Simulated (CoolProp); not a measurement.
Model: reference Helmholtz-energy equation of state, Wagner 2002, in CoolProp.

Question: For water, give the phase and the density (kg/m³), cp (kJ/(kg K)), expansivity (1/kK), conductivity (mW/(m K)) at 68.35 °C and 0.154 MPa; 68.35 °C and 2.25 MPa.

Answer: 
- 68.35 °C and 0.154 MPa: liquid; density 979, cp 4.19, expansivity 0.574, conductivity 658
- 68.35 °C and 2.25 MPa: liquid; density 980, cp 4.18, expansivity 0.573, conductivity 660

Thermal conductivity comes from a separate model (Huber 2012).
